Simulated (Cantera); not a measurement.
Input (Python, Cantera):

```python
import numpy as np
import cantera as ct

gas = ct.Solution("h2o2.yaml")
gas.TPX = 1150, 3000, {'H2': 0.43, 'O2': 2.6}
reactor = ct.IdealGasConstPressureReactor(gas, energy="off", clone=False)
net = ct.ReactorNet([reactor])
net.rtol, net.atol = 1e-08, 1e-18
show = ['H2', 'O2', 'H', 'HO2', 'OH']
times = np.geomspace(1e-05, 2, 12)

steps = ct.SolutionArray(gas, extra=["t"])
rows = []
print(f"{'t/s':>10s}{'T/K':>9s}{'P/Pa':>11s}" + "".join(f"{s:>11s}" for s in show))
for t in times:
    while net.time < t:
        t_next = net.step()
        steps.append(gas.state, t=t_next)
    rows.append([np.interp(t, steps.t, y) for y in (steps.T, steps.P, *steps(*show).X.T)])
    print(f"{t:10.3e}{rows[-1][0]:9.1f}{rows[-1][1]:11.4g}" + "".join(f"{x:11.3e}" for x in rows[-1][2:]))
rate = np.gradient(steps.T, steps.t)
print("integrator steps:", len(steps.t))
if steps.T.max() > steps.T[0] + 200:
    print(f"time of steepest temperature rise: {steps.t[rate.argmax()]:.4e} s")
gas.TPX = 1150, 3000, {'H2': 0.43, 'O2': 2.6}
gas.equilibrate("TP")
print(f"equilibrium (TP): T = {gas.T:.1f} K  " + "  ".join(f"{s} {gas[s].X[0]:.3e}" for s in show))
```

It prints:

```
       t/s      T/K       P/Pa         H2         O2          H        HO2         OH
 1.000e-05   1150.0       3000  1.419e-01  8.581e-01  8.307e-10  9.388e-10  1.262e-10
 3.033e-05   1150.0       3000  1.419e-01  8.581e-01  2.524e-09  2.855e-09  8.011e-10
 9.201e-05   1150.0       3000  1.419e-01  8.581e-01  1.495e-08  8.776e-09  6.678e-09
 2.791e-04   1150.0       3000  1.419e-01  8.581e-01  1.207e-06  4.266e-08  5.738e-07
 8.465e-04   1150.0       3000  3.593e-02  7.983e-01  4.167e-02  1.675e-05  1.008e-02
 2.568e-03   1150.0       3000  3.415e-03  8.096e-01  1.718e-02  1.882e-05  5.304e-03
 7.789e-03   1150.0       3000  7.229e-04  8.398e-01  1.484e-03  1.348e-05  2.360e-03
 2.363e-02   1150.0       3000  7.381e-05  8.463e-01  4.798e-05  4.310e-06  7.472e-04
 7.166e-02   1150.0       3000  8.356e-06  8.471e-01  1.995e-06  8.538e-07  2.601e-04
 2.174e-01   1150.0       3000  1.359e-06  8.472e-01  1.438e-07  1.790e-07  1.085e-04
 6.594e-01   1150.0       3000  2.951e-07  8.472e-01  1.552e-08  4.534e-08  5.165e-05
 2.000e+00   1150.0       3000  7.662e-08  8.472e-01  2.135e-09  1.476e-08  2.665e-05
integrator steps: 1788
equilibrium (TP): T = 1150.0 K  H2 4.143e-09  O2 8.472e-01  H 2.791e-11  HO2 1.099e-08  OH 6.220e-06
```

Model: the H2/O2 subset of GRI-Mech 3.0, which has no nitrogen chemistry, integrated in Cantera. Radical loss at walls, strong at low pressure, is not modelled. The temperature is held fixed by assumption; the heat of reaction is taken as removed at once.
